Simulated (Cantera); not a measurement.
Feed: 1 mol Cu, 25 mol CO, 5.5 mol H2, a varied amount of CO2, equilibrated at 1675 K and 4.50 Torr.

Equilibrium computed with Cantera from the NASA thermochemical tables; the gas is ideal and each condensed phase is pure. Candidate condensed phases: C, C6H6, C7H8, C8H18, Cu, CuO, Cu(OH)2, Cu2O, H2O; 113 gas species. Rates play no part.

Q: At 0.094 mol CO2, list the 6 most abundant gas species with their mole fractions, and the condensed phases.

A: CO 0.803, H2 0.175, Cu 0.0190, CO2 0.00175, H2O 0.00126, H 0.000627. Condensed: Cu(l).
